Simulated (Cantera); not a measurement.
Input: 1 mol B, 9 mol O2, 0.16 mol N2, equilibrated at 1073.15 K and 33.0 Torr.

Cantera equilibrium calculation (NASA polynomials, part measured and part estimated; ideal gas, pure solids and liquids). Candidate condensed phases: B, BN, B2O3; 17 gas species. The numbers say what is thermodynamically allowed, not how fast it happens.

Base state: O2 0.981, N2 0.0190, NO 2.22e-5 (mole fractions); condensed: B2O3(l).

What changes in the equilibrium state with this change: temperature from 1073.15 K to 1973 K?


```csv
species,before,after
O2,0.981,0.915
B2O3,1.97e-9,0.0483
N2,0.0190,0.0168
BO2,3.01e-9,0.0150
O,5.90e-9,0.00247
BO,<1e-9,1.15e-5
NO,2.22e-5,0.00216
"B2O3(l), mol",0.500,0
```
